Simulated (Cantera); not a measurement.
Cantera run:

```python
import numpy as np
import cantera as ct

gas_names = """
    B BH BH2 BH3 BN BO BO2 B2 B2O B2O2 B2O3 B3O3H3 H HBO HBO2 HNO HNO2 HNO3 HO2 H2 H2O H2O2 H3B3O6 N NH
    NH2 NH3 NH2OH NO NO2 NO3 N2 N2H2 N2H4 N2O O OH O2 O3
""".split()
cond_names = """
    B(b) B(L) BN(s) B2O3(L) B3O3H3(cr) H2O(s) H2O(L)
""".split()


def load(file, names, dense=False):
    # The tables refer to 1 bar. Condensed volumes are neglected.
    table = {s.name: s for s in ct.Species.list_from_file(file)}
    out = []
    for n in names:
        d = dict(table[n].input_data)
        d["thermo"] = dict(d["thermo"], **{"reference-pressure": 1e5})
        if dense:
            d["equation-of-state"] = {"model": "constant-volume", "density": "1e6 g/cm^3"}
        out.append(ct.Species.from_dict(d))
    return out


gas = ct.Solution(thermo="ideal-gas", species=load("nasa_gas.yaml", gas_names))
cond = {s.name: ct.Solution(thermo="fixed-stoichiometry", species=[s], name=s.name)
        for s in load("nasa_condensed.yaml", cond_names, dense=True)}
atoms = {
    'B2O3': {'B': 2, 'O': 3},
    'NH3': {'N': 1, 'H': 3},
    'H2': {'H': 2},
}
top_T = {'BN(s)': 3200}  # K; cautious upper limits of use, not melting points


def equilibrate(T, P, feed):
    n = {}
    for name, mol in feed.items():
        for a, k in atoms[name].items():
            n[a] = n.get(a, 0.0) + k * mol
    gas.TPX = T, P, n
    mass = sum(n.values()) * gas.mean_molecular_weight
    gas.equilibrate("TP")
    valid = [c for c in cond.values() if c.min_temp <= T <= top_T.get(c.name, c.max_temp)]
    mix = ct.Mixture([(gas, mass / gas.mean_molecular_weight)] + [(c, 0.0) for c in valid])
    mix.T, mix.P = T, P
    mix.equilibrate("TP", solver="vcs", rtol=1e-11, max_steps=5000)
    return mix


results = []
feed = {'B2O3': 1, 'NH3': 3.7, 'H2': 0.59}  # mol
T = 2073  # K
P = 8700  # Pa
mix = equilibrate(T, P, feed)
results.append((T, P, feed, dict(zip(mix.species_names, mix.species_moles))))
x = sorted(zip(gas.X, gas.species_names), reverse=True)
print(f"T = {T:g} K  P = {P:g} Pa  gas = {mix.phase_moles(0):.4g} mol")
print("   x: " + "  ".join(f"{s} {v:.3e}" for v, s in x if v > 0.0001))
print("   condensed (mol): " + ("  ".join(f"{mix.phase(i).name} {mix.phase_moles(i):.4g}"
      for i in range(1, mix.n_phases) if mix.phase_moles(i) > 1e-12) or "none"))
```

Result:

```
T = 2073 K  P = 8700 Pa  gas = 9.051 mol
   x: H2 6.237e-01  N2 2.044e-01  B2O3 5.479e-02  HBO2 5.023e-02  HBO 4.133e-02  H 7.042e-03  B2O2 6.711e-03  BO 6.327e-03  H2O 5.378e-03
   condensed (mol): none
```

These are equilibrium values from Cantera (NASA tables, ideal gas, pure condensed phases), not measurements of a reactor.
